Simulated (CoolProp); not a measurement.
Values from CoolProp's reference Helmholtz-energy equation of state, Thol 2016.

Problem. For hexamethyldisiloxane (MM), give the phase and the density (kg/m³), speed of sound (m/s), fugacity coefficient at 277.75 °C and 8.37 MPa.

Solution. 
- 277.75 °C and 8.37 MPa: supercritical; density 488, speed of sound 318, fugacity coefficient 0.331
